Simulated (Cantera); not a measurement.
A closed system holds: 1 mol SiCl4, 4.5 mol HCl, 2.3 mol H2, at 20.0 bar.

Equilibrium computed with Cantera from the NASA thermochemical tables; the gas is ideal and each condensed phase is pure. Candidate condensed phases: Si; 19 gas species. The tables' values for SiCl3 are old estimates; treat these amounts as uncertain. Rates play no part. All values below are at 1573 K.

Base state: HCl 0.589, H2 0.283, SiCl4 0.114, SiHCl3 0.00727, SiCl3 0.00550, SiCl2 0.000698, SiH2Cl2 7.63e-5 (mole fractions); condensed: gas only.

**Question.** What changes in the equilibrium state with this change: HCl from 4.5 to 2.7 mol?

**Answer.** 
```json
[
 {"species": "HCl", "before": "0.589", "after": "0.474"},
 {"species": "H2", "before": "0.283", "after": "0.360"},
 {"species": "SiCl4", "before": "0.114", "after": "0.140"},
 {"species": "SiHCl3", "before": "0.00727", "after": "0.0141"},
 {"species": "SiH2Cl2", "before": "7.63e-5", "after": "0.000234"},
 {"species": "SiCl2", "before": "0.000698", "after": "0.00168"}
]
```
